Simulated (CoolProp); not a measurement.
A single-stage vapour-compression cycle with R13: evaporating at 205.15 K (dew point), condensing at 269.15 K (bubble point), superheat 10 K, subcooling 5 K, compressor efficiency 0.7, no pressure losses. Each further row changes one setting.

Values from CoolProp's reference Helmholtz-energy equation of state, Platzer 1990. This equation is an older, rougher fit; its heat capacities, sound speeds and derivatives of the liquid may be far off and weren't checked against measurements.

```tsv
case	cooling COP	pressure ratio	discharge temperature (K)	refrigerating effect (kJ/kg)	volumetric capacity (kJ/m³)
as stated	1.55	9.03	324.5	88.6	1080
evaporating temperature 210.15 K	1.77	7.22	319.3	90.7	1360
condensing temperature 264.15 K	1.76	7.91	317.4	94.3	1150
subcooling 10 K	1.65	9.03	324.5	94.4	1150
superheat 20 K	1.56	9.03	336.2	94.4	1090
compressor efficiency 0.6	1.33	9.03	337.0	88.6	1080
```
